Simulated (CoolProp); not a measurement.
Decamethyltetrasiloxane (MD2M) at 459.71 K and 0.052 MPa is compressed adiabatically to 0.112 MPa with isentropic efficiency 0.7. Each further row changes one setting.

Computed with CoolProp (reference Helmholtz-energy equation of state, Thol 2017).

| case | work (kJ/kg) | final phase | final density (kg/m³) |
|---|---|---|---|
| as stated | 12.7 | ___ | 10.2 |
| efficiency 1 | ___ | two-phase, vapour fraction 0.915 | ___ |
| efficiency 0.65 | 13.7 | two-phase, vapour fraction 0.952 | ___ |

Problem. Complete the blanks.

Solution. 
- as stated, final phase: two-phase, vapour fraction 0.945
- efficiency 1, work (kJ/kg): 8.88
- efficiency 1, final density (kg/m³): 10.5
- efficiency 0.65, final density (kg/m³): 10.1
